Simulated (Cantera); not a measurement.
A Cantera script and what it prints.

```python
import numpy as np
import cantera as ct

gas_names = """
    Br Br2 H HBr H2 Si SiBr SiBr2 SiBr3 SiBr4 SiH SiHBr3 SiH2 SiH2Br2 SiH3 SiH3Br SiH4 Si2 Si3
""".split()
cond_names = """
    Br2(cr) Br2(L) Si(cr) Si(L)
""".split()


# ... load() reads the species with a 1 bar reference pressure and builds the phases ...
atoms = {
    'Si': {'Si': 1},
    'Br2': {'Br': 2},
    'H2': {'H': 2},
}
top_T = {}  # K; cautious upper limits of use, not melting points


# ... equilibrate(T, P, feed) seeds the gas with the atoms and calls Mixture.equilibrate('TP', solver="vcs", rtol=1e-11, max_steps=5000) ...
results = []
feed = {'Si': 1, 'Br2': 0.54, 'H2': 0.2}  # mol
T = 598.15  # K
P = 10000  # Pa
mix = equilibrate(T, P, feed)
results.append((T, P, feed, dict(zip(mix.species_names, mix.species_moles))))
print(gas.report(threshold=0.0001))
for i in range(1, mix.n_phases):
    print(f"{mix.phase(i).name:16s} {mix.phase_moles(i):12.5e} mol")
```

Output:

```
       temperature   598.15 K
          pressure   10000 Pa
           density   0.40512 kg/m^3
  mean mol. weight   201.48 kg/kmol
   phase of matter   gas

                          1 kg             1 kmol
                     ---------------   ---------------
          enthalpy       -1.0823e+06       -2.1806e+08  J
   internal energy        -1.107e+06       -2.2303e+08  J
           entropy            1734.3        3.4943e+05  J/K
    Gibbs function       -2.1197e+06       -4.2707e+08  J
 heat capacity c_p            362.23             72982  J/K
 heat capacity c_v            320.97             64667  J/K

                      mass frac. Y      mole frac. X     chem. pot. / RT
                     ---------------   ---------------   ---------------
               HBr        8.3489e-05        0.00020789           -42.692
                H2         0.0041955           0.41929           -19.572
             SiBr4           0.97532           0.56515            -134.4
            SiHBr3          0.020223          0.015158           -111.28
           SiH2Br2        0.00017625        0.00018698           -88.156
     [  +14 minor]        1.1328e-06        1.3377e-06

Br2(L)            0.00000e+00 mol
Si(cr)            7.28206e-01 mol
```

Cantera equilibrium calculation (NASA polynomials, part measured and part estimated; ideal gas, pure solids and liquids).
